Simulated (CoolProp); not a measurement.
The numbers come from the reference Helmholtz-energy equation of state, Thol 2015 in CoolProp.

Question: Give the vapour pressure (kPa), liquid density (kg/m³), vapour Z of saturated 1,2-dichloroethane at 188.85, 204.45 °C.

Answer: 
| T (°C) | p (kPa) | liquid density (kg/m³) | vapour Z |
|---|---|---|---|
| 188.85 | 1190 | 961 | 0.824 |
| 204.45 | 1560 | 925 | 0.787 |
